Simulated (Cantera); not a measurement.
Equilibrium for carbon deposition, reforming and gasification: n-butane + CO₂ + N₂ + H₂O

Input: 1 mol n-butane, 0.026 mol CO₂, 0.24 mol N₂, 0.059 mol H₂O, held at 1398 K and 690 Torr.

Equilibrium computed with Cantera from the NASA thermochemical tables; the gas is ideal and each condensed phase is pure. Candidate condensed phases: C, C₆H₆, C₇H₈, C₈H₁₈, H₂O; 136 gas species. The numbers say what is thermodynamically allowed, not how fast it happens.

```yaml
x(H₂): 0.931
x(N₂): 0.0445
x(CO): 0.0205
x(CH₄): 0.00349
x(HCN): 9.94e-5
x(H₂O): 6.66e-5
x(NH₃): 1.50e-5
x(H): 4.76e-6
x(C₂H₂ (acetylene)): 2.28e-6
n(C(graphite)): 3.90 mol
gas_amount: 5.391 mol
```
